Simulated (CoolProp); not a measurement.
The numbers come from the reference Helmholtz-energy equation of state, Akasaka 2023 in CoolProp.

Question: For R1336mzz(E), give the phase and the cv (kJ/(kg K)), isothermal compressibility (1/MPa), expansivity (1/kK), fugacity coefficient at 410 K and 5.34 bar; 410 K and 10.7 bar.

Answer: 
- 410 K and 5.34 bar: gas; cv 0.868, isothermal compressibility 2.01, expansivity 3.13, fugacity coefficient 0.936
- 410 K and 10.7 bar: gas; cv 0.881, isothermal compressibility 1.11, expansivity 4.18, fugacity coefficient 0.873
